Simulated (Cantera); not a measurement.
Input: 1 mol Si3N4, 0.044 mol CO2, 14 mol H2, equilibrated at 53.3 Torr.

Method: chemical equilibrium by Gibbs-energy minimisation in Cantera with the NASA 1993 tables (ideal gas, pure condensed phases). Candidate condensed phases: C, C6H6, C7H8, C8H18, H2O, Si, SiC, SiO2, Si2N2O, Si3N4; 151 gas species. Mutual solubility and eutectic melting of coexisting phases are not modelled. Gases not in the tables: Si2H6 and higher silanes. Equilibrium is a limit: real reactors are often held back by kinetics, nucleation or transport.

x: gas mole fraction; n: condensed amount in mol.

```csv
T (K),x H2,x N2,x SiO,x H,x CO,x HCN,x CH4,n SiC(s),n Si2N2O(s),n Si3N4(s),n Si(s),n Si(l)
1350,0.996,0.00414,3.82e-8,8.93e-6,5.18e-7,2.40e-6,?,0.0433,0.0880,0.927,0,0
1425,0.996,0.00416,5.78e-7,2.55e-5,1.07e-6,1.99e-6,?,0.0438,0.0880,0.927,0,0
1500,0.996,0.00417,6.62e-6,6.59e-5,2.06e-6,1.68e-6,?,0.0439,0.0879,0.927,0,0
1575,0.996,0.00419,5.98e-5,0.000156,3.74e-6,1.45e-6,?,0.0439,0.0871,0.927,0,0
1650,0.990,0.00971,0.000333,0.000339,1.48e-5,3.36e-6,1.15e-6,0.0437,0.0831,0.890,0.116,0
1725,0.963,0.0345,0.00134,0.000684,8.58e-5,1.29e-5,1.11e-6,0.0425,0.0673,0.716,0,0.656
1800,0.870,0.124,0.00462,0.00125,0.000483,4.85e-5,?,0.0354,0.00586,0,0,2.88
```

Task: Fill in the missing entries.

Result: 
- 1350, x CH4: 4.66e-5
- 1425, x CH4: 1.36e-5
- 1500, x CH4: 4.47e-6
- 1575, x CH4: 1.64e-6
- 1800, x CH4: 9.95e-7
